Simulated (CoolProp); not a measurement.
A Linde-Hampson liquefier for dry air: isothermal reversible compression at 300 K from 1 atm to 20 MPa, throttling to 1 atm, return gas leaving the recuperator 10 K below the feed. Each further row changes one setting.

Values from CoolProp's reference Helmholtz-energy equation of state, Lemmon 2000. It is a pseudo-pure fit of the blend.

| case | liquid yield per pass | compression work (kJ/kg of gas) |
|---|---|---|
| as stated | 0.059 | 454 |
| high pressure 40 MPa | … | 520 |
| warm-end temperature 330 K | … | 502 |
| warm-end gap 15 K | … | 454 |

Problem. Fill in the missing entries.

Solution. 
- high pressure 40 MPa, liquid yield per pass: 0.084
- warm-end temperature 330 K, liquid yield per pass: 0.039
- warm-end gap 15 K, liquid yield per pass: 0.047
